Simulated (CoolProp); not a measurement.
Octamethylcyclotetrasiloxane (D4) along the isobar 595 kPa: density (kg/m³) from the reference equation and from simpler models built on Tc = 586.5 K, pc = 1347 kPa, ω = 0.598; each cubic takes its own stable root.

Computed with CoolProp (reference Helmholtz-energy equation of state, Thol 2015).

| T (K) | phase | reference |
|---|---|---|
| 322.1 | liquid | 924.3 |
| 333.2 | liquid | 911.5 |
| 344.3 | liquid | 898.7 |
| 355.4 | liquid | 885.7 |
| 366.5 | liquid | 872.6 |
| 377.6 | liquid | 859.3 |
| 388.7 | liquid | 845.8 |
| 399.8 | liquid | 832.2 |
| 410.9 | liquid | 818.2 |
| 422 | liquid | 804.0 |
| 433.1 | liquid | 789.5 |
| 444.2 | liquid | 774.5 |
| 455.3 | liquid | 759.0 |
| 466.4 | liquid | 743.0 |
| 477.5 | liquid | 726.3 |

Task: How far does each simpler model (van der Waals, Redlich-Kwong, Peng-Robinson) lie from the reference over these 15 states: mean and median of the absolute difference, and the worst?

Result: 
- van der Waals: mean 42.5 %, median 42.5 %, worst -43.1 % at 322.1 K and 595 kPa
- Redlich-Kwong: mean 16.7 %, median 16.3 %, worst -18.8 % at 477.5 K and 595 kPa
- Peng-Robinson: mean 2.0 %, median 2.3 %, worst +2.8 % at 433.1 K and 595 kPa
